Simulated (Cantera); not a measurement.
An isothermal, constant-pressure homogeneous reactor starts with NO : N₂ = 1 : 5.7 (molar parts), at 1748 K and 46000 Pa. Integrator tolerance rtol = 1e-08.

Detailed kinetics in Cantera: GRI-Mech 3.0 (53 species, 325 reactions).

Q: What does this change do: temperature 1748 to 1575 K?

A: 
```json
[
 {"quantity": "x(NO) at 10.0 s", "before": "0.121 (gas-phase equilibrium 0.00223)", "after": "0.145 (gas-phase equilibrium 0.00112)"},
 {"quantity": "x(N₂) at 10.0 s", "before": "0.865 (gas-phase equilibrium 0.924)", "after": "0.853 (gas-phase equilibrium 0.925)"},
 {"quantity": "x(N₂O) at 10.0 s", "before": "5.77e-6 (gas-phase equilibrium 9.49e-8)", "after": "7.30e-6 (gas-phase equilibrium 4.95e-8)"},
 {"quantity": "x(NO₂) at 10.0 s", "before": "6.16e-5 (gas-phase equilibrium 2.51e-6)", "after": "5.20e-5 (gas-phase equilibrium 1.94e-6)"},
 {"quantity": "x(O) at 10.0 s", "before": "1.36e-5 (gas-phase equilibrium 2.95e-5)", "after": "9.36e-7 (gas-phase equilibrium 4.32e-6)"},
 {"quantity": "x(O₂) at 10.0 s", "before": "0.0141 (gas-phase equilibrium 0.0735)", "after": "0.00231 (gas-phase equilibrium 0.0741)"}
]
```

Q: What does this change do: pressure from 46000 Pa to 13300 Pa?

A: 
| quantity | before | after |
|---|---|---|
| x(NO) at 10.0 s | 0.121 (gas-phase equilibrium 0.00223) | 0.139 (gas-phase equilibrium 0.00223) |
| x(N₂) at 10.0 s | 0.865 (gas-phase equilibrium 0.924) | 0.856 (gas-phase equilibrium 0.924) |
| x(N₂O) at 10.0 s | 5.77e-6 (gas-phase equilibrium 9.49e-8) | 7.49e-6 (gas-phase equilibrium 5.11e-8) |
| x(NO₂) at 10.0 s | 6.16e-5 (gas-phase equilibrium 2.51e-6) | 2.40e-5 (gas-phase equilibrium 1.35e-6) |
| x(O) at 10.0 s | 1.36e-5 (gas-phase equilibrium 2.95e-5) | 1.67e-5 (gas-phase equilibrium 5.48e-5) |
| x(O₂) at 10.0 s | 0.0141 (gas-phase equilibrium 0.0735) | 0.00486 (gas-phase equilibrium 0.0735) |
